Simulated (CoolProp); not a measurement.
Vapour-liquid equilibrium of cyclohexane (1) + o-xylene (2) at 179.15 °C; x and y are mole fractions of (1).

Values from CoolProp's multi-fluid Helmholtz-energy mixture model, Zhou 2014 and Zhou 2012; pair parameters Bell 2016.

Task: Give the bubble pressure and the first vapour's composition at x = 0.35, 0.65, 0.95. Is there an azeotrope?

Result: x = 0.35: 0.5208 MPa, y = 0.668; x = 0.65: 0.7238 MPa, y = 0.849; x = 0.95: 0.9184 MPa, y = 0.978. No azeotrope shows between x = 0.05 and 0.95.

Pair parameters are fitted to limited data, so mixtures are less certain than the pure fluids.
